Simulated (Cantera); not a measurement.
An isothermal, constant-pressure homogeneous reactor starts with CH4 : N2 = 1 : 88 (molar parts), at 1573 K and 1400 Pa. Integrator tolerance rtol = 1e-08.

Cantera simulation using GRI-Mech 3.0 (53 species, 325 reactions); the numbers are that mechanism's predictions, not measurements. GRI-Mech 3.0 stops at C3 and has no aromatics, soot or wall deposition, so with more carbon than oxygen in the feed, carbon stays in small species such as C2H2 where larger ones or solid carbon would form. Radical loss at walls, strong at low pressure, is not modelled.

```tsv
quantity	before	after
x(CH4) at 200 s	1.48e-5 (gas-phase equilibrium 2.39e-7)	1.39e-5 (gas-phase equilibrium 4.56e-7)
x(C2H) at 200 s	4.24e-8 (gas-phase equilibrium 3.07e-9)	3.10e-8 (gas-phase equilibrium 2.23e-9)
x(C2H2) at 200 s	0.00554 (gas-phase equilibrium 0.000396)	0.00554 (gas-phase equilibrium 0.000396)
x(CH3) at 200 s	7.93e-7 (gas-phase equilibrium 1.30e-8)	5.44e-7 (gas-phase equilibrium 1.80e-8)
x(H) at 200 s	4.39e-5 (gas-phase equilibrium 4.46e-5)	3.21e-5 (gas-phase equilibrium 3.24e-5)
```

**Question.** What was changed between the two runs?
A) temperature 1573 to 1450 K
B) pressure from 1400 Pa to 2670 Pa
C) pressure from 1400 Pa to 13300 Pa
D) CH4 1 to 2.5 parts

**Answer.** B, pressure from 1400 Pa to 2670 Pa
